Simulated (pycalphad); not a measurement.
CALPHAD calculation (pycalphad, COST 507 light-alloy database (1999)), 1 atm. The database dates from 1999; later assessments differ in places, in temperatures and in the compounds included. Amounts are mole fractions of atoms.

Question: Give the equilibrium state of Al-0.4Si-2.09C (at.%) at 577 °C.

Answer: 
```
T = 850.00 K, P = 101325 Pa, N = 1 mol of atoms
G = -33814 J/mol, H = 13648 J/mol, S = 55.84 J/(mol K)  (SER reference)
chemical potentials (J/mol): Al -32978, Si -42299, C -71197
phase             fraction      x(Al)      x(Si)       x(C)
FCC_A1              0.9522     0.9989     0.0011   6.99e-13
AL8SIC7             0.0478     0.5000     0.0625     0.4375
```

Question: Give the equilibrium state of Al-0.4Si-2.09C (at.%) at 1202 °C.

Answer: LIQUID, fraction 0.951, with 0.42 Si, 0.01 C at.%; AL4C3, fraction 0.049, with 0.02 Si, 42.9 C at.%.

Database names, with the compositions (at.%) that they take in these runs: AL4C3: Al 57 C 43; AL8SIC7: Al 50 C 44 Si 6. FCC_A1 is fcc.
